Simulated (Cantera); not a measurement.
# Premixed flame

A freely propagating, adiabatic, planar premixed flame of 7.17 % CH4, 0.401 % H2, 19.3 % O2, 73.1 % N2, equivalence ratio 0.75, unburnt at 623 K and 1.01 bar; mixture-averaged transport, grid criteria slope 0.08 and curve 0.16, no radiation.

Computed with Cantera and GRI-Mech 3.0 (53 species, 325 reactions). Burning velocities carry a grid error of a few per cent, more on coarse grids.

| z (mm) | T (K) | u (m/s) | x CH4 | x H2 | x O2 | x HCN | x H | x C2H4 |
|---|---|---|---|---|---|---|---|---|
| -1.10 | 623 | 1.11 | 0.0716 | 0.00444 | 0.193 | <1e-8 | <1e-8 | 1.73e-8 |
| -0.734 | 626 | 1.12 | 0.0714 | 0.00518 | 0.193 | <1e-8 | <1e-8 | 2.46e-7 |
| -0.551 | 633 | 1.13 | 0.0708 | 0.00604 | 0.192 | <1e-8 | <1e-8 | 1.18e-6 |
| -0.367 | 677 | 1.21 | 0.0679 | 0.00770 | 0.189 | <1e-8 | 6.07e-7 | 1.02e-5 |
| -0.184 | 966 | 1.74 | 0.0501 | 0.0106 | 0.165 | 1.12e-7 | 8.35e-5 | 0.000116 |
| -0.0918 | 1306 | 2.38 | 0.0284 | 0.0120 | 0.132 | 3.12e-7 | 0.000557 | 0.000243 |
| 0 | 1646 | 3.01 | 0.00719 | 0.0113 | 0.0925 | 6.47e-7 | 0.00221 | 0.000141 |
| 0.0918 | 1791 | 3.27 | 0.000589 | 0.00785 | 0.0692 | 5.18e-7 | 0.00394 | 7.55e-6 |
| 0.184 | 1841 | 3.35 | 2.64e-5 | 0.00607 | 0.0610 | 1.89e-7 | 0.00453 | 1.20e-7 |
| 0.367 | 1903 | 3.45 | 7.98e-8 | 0.00535 | 0.0559 | 1.93e-8 | 0.00414 | <1e-8 |
| 0.734 | 1979 | 3.56 | <1e-8 | 0.00436 | 0.0527 | <1e-8 | 0.00276 | <1e-8 |
| 1.47 | 2053 | 3.68 | <1e-8 | 0.00286 | 0.0507 | <1e-8 | 0.00132 | <1e-8 |
| 2.94 | 2108 | 3.77 | <1e-8 | 0.00158 | 0.0493 | <1e-8 | 0.000504 | <1e-8 |
x: mole fraction of selected species; z is measured from the peak of heat release.

| Property | Value |
|---|---|
| laminar burning velocity | 111 cm/s |
| thermal thickness | 0.367 mm |
| peak x(HCN) | 6.87e-7 |
| peak x(H) | 0.00455 |
| peak x(C2H4) | 0.000256 |
| grid points | 141 |
